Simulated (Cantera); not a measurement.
Feed: 1 mol FeS2, 2200 mol H2, 0.88 mol N2, held at 34.0 Pa.

Equilibrium computed with Cantera from the NASA thermochemical tables; the gas is ideal and each condensed phase is pure. Candidate condensed phases: Fe, FeS, FeS2, S; 16 gas species. Equilibrium is a limit: real reactors are often held back by kinetics, nucleation or transport.

Question: Which condensed phases are stable at each of these points (T (K)): 1125, 1275, 1425, 1575, 1725, 1875, 2025, 2175?

Answer: 
```csv
T (K),condensed phases,Fe condensed (%)
1125,Fe(α),100.0
1275,Fe(γ),99.7
1425,Fe(γ),81.9
1575,gas only,0.0
1725,gas only,0.0
1875,gas only,0.0
2025,gas only,0.0
2175,gas only,0.0
```

At 1125 K the condensed part is Fe(α). From 1275 K to 1425 K the condensed part is Fe(γ). From 1575 K to 2175 K nothing is condensed.
